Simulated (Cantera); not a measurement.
N2O furnace oxynitridation

An isothermal, constant-pressure homogeneous reactor starts with 91.7 % N2O, 8.34 % O2, at 1600 K and 2670 Pa.

Computed with Cantera and GRI-Mech 3.0 (53 species, 325 reactions). GRI-Mech 3.0 was tuned for natural gas; its chemistry of N2O as a main component is partial and can be far from experiment. Radical loss at walls, strong at low pressure, is not modelled. The temperature is held fixed by assumption; the heat of reaction is taken as removed at once.

```tsv
t (s)	x N2O	x O2	x N2	x NO2	x O	x NO
0.000300	0.915	0.0837	0.000973	1.00e-9	0.000170	0.000282
0.000827	0.912	0.0844	0.00288	1.09e-8	0.000175	0.000953
0.00228	0.903	0.0863	0.00810	8.75e-8	0.000175	0.00279
0.00628	0.879	0.0914	0.0222	5.77e-7	0.000175	0.00774
0.0173	0.816	0.105	0.0584	2.90e-6	0.000175	0.0205
0.0477	0.672	0.135	0.143	1.04e-5	0.000175	0.0502
0.132	0.409	0.191	0.296	2.76e-5	0.000174	0.104
0.363	0.123	0.251	0.463	5.19e-5	0.000171	0.162
1.00	0.00703	0.277	0.531	7.42e-5	0.000126	0.185
```
x: mole fraction; the columns are a selection and need not sum to one.

Equilibrium at this temperature and pressure: N2O 2.00e-8, O2 0.370, N2 0.627, NO2 2.01e-6, O 5.44e-5, NO 0.00230 (gas phase only).
